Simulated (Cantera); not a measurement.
## Low-pressure radical oxidation in H2/O2

An isothermal, constant-pressure homogeneous reactor starts with H₂ : O₂ = 0.29 : 1 (molar parts), at 1223 K and 2670 Pa.

Model: GRI-Mech 3.0 (53 species, 325 reactions), integrated in Cantera. Radical loss at walls, strong at low pressure, is not modelled. The temperature is held fixed by assumption; the heat of reaction is taken as removed at once.

```csv
t (s),x H₂,x O₂,x H₂O₂,x HO₂,x H₂O,x H
3.00e-6,0.225,0.775,<1e-12,1.47e-9,1.19e-11,1.40e-9
1.35e-5,0.225,0.775,1.97e-12,6.61e-9,8.01e-10,5.98e-9
6.05e-5,0.225,0.775,3.98e-11,2.99e-8,4.94e-8,5.15e-8
0.000272,0.225,0.775,1.22e-9,4.52e-7,8.55e-5,5.37e-5
0.00122,0.0104,0.666,6.69e-7,1.77e-5,0.185,0.0608
0.00548,0.00310,0.727,8.96e-7,1.78e-5,0.239,0.00787
0.0246,0.000148,0.745,3.50e-7,4.51e-6,0.252,7.78e-5
0.110,9.03e-6,0.747,7.60e-8,4.72e-7,0.253,1.25e-6
0.496,1.07e-6,0.747,1.72e-8,7.16e-8,0.253,5.37e-8
2.23,1.82e-7,0.747,4.04e-9,2.44e-8,0.253,3.86e-9
10.0,4.76e-8,0.747,1.29e-9,2.64e-8,0.253,5.23e-10
```
x: mole fraction; the columns are a selection and need not sum to one.

Equilibrium at this temperature and pressure: H₂ 3.67e-8, O₂ 0.747, H₂O₂ 1.05e-9, HO₂ 2.87e-8, H₂O 0.253, H 3.55e-10 (gas phase only).
